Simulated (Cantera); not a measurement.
Thermodynamics of calcination and drying, feed CaCO3 + CO2

Input: 1 mol CaCO3, 2.4 mol CO2, held at 10.0 Torr.

These are equilibrium values from Cantera (NASA tables, ideal gas, pure condensed phases), not measurements of a reactor. Candidate condensed phases: C, Ca, CaCO3, CaO; 15 gas species. Rates play no part.

| T (K) | x CO2 | x CO | x O2 | x O | n CaCO3(calcite) | n CaO(s) |
|---|---|---|---|---|---|---|
| 825 | 1.00 | 6.69e-9 | 3.34e-9 | <1e-12 | 1.00 | 0 |
| 925 | 1.00 | 1.31e-7 | 6.54e-8 | <1e-12 | 1.00 | 0 |
| 1025 | 1.000 | 1.43e-6 | 7.15e-7 | 2.42e-12 | 0 | 1.00 |
| 1125 | 1.000 | 1.02e-5 | 5.09e-6 | 9.02e-11 | 0 | 1.00 |
| 1225 | 1.000 | 5.25e-5 | 2.62e-5 | 1.87e-9 | 0 | 1.00 |
| 1325 | 1.000 | 0.000211 | 0.000105 | 2.45e-8 | 0 | 1.00 |
| 1425 | 0.999 | 0.000695 | 0.000347 | 2.24e-7 | 0 | 1.00 |
| 1525 | 0.997 | 0.00196 | 0.000977 | 1.53e-6 | 0 | 1.00 |
| 1625 | 0.993 | 0.00483 | 0.00241 | 8.27e-6 | 0 | 1.00 |
| 1725 | 0.984 | 0.0107 | 0.00532 | 3.67e-5 | 0 | 1.00 |
x: gas mole fraction; n: condensed amount in mol.

From 825 K to 925 K the condensed part is CaCO3(calcite). From 1025 K to 1725 K the condensed part is CaO(s).
